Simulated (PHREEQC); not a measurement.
0.047 g of hydrous ferric oxide (600 m²/g; 0.2 weak and 0.005 strong sites per Fe, Dzombak-Morel constants, diffuse double layer) in 1 kg of water with 0.3 mol/kgw of an inert sodium salt and 0.052 mmol/kgw CuCl2, at 25 °C; the pH is set by adding NaOH or the inert anion's acid. O2 is buffered at 0.21 atm. CO2 from the air is kept out. No solid was allowed to form.

Base run: PHREEQC, ion-association model, wateq4f.dat. Each further column changes one thing. The table gives Cu sorbed (%).

| pH | base | background salt from 0.3 to 0.03 mol/kgw | oxide from 0.047 to 0.23 g/kgw | 2.5e-05 mol/kgw CuSO4 added |
|---|---|---|---|---|
| 4 | 0.3 | 0.5 | 1.6 | 0.3 |
| 4.5 | 2.2 | 2.6 | 10.2 | 2.0 |
| 5.5 | 27.1 | 26.3 | 70.6 | 25.0 |
| 6 | 61.9 | 55.7 | 93.8 | 55.8 |
| 6.5 | 85.6 | 77.8 | 99.0 | 77.0 |
| 7.5 | 94.3 | 87.1 | 99.9 | 84.0 |
| 8 | 91.0 | 84.3 | 99.8 | 77.0 |
| 8.5 | 86.3 | 81.7 | 99.8 | 69.8 |
| 9.5 | 75.5 | 77.5 | 99.4 | 58.4 |
| 10 | 68.5 | 74.9 | 99.0 | 52.6 |

In at least one series the solution becomes supersaturated in solids that the run did not let form, among them Cu(OH)2. The database's constant for dissolved Cu(OH)2 is higher than later reviews accept.
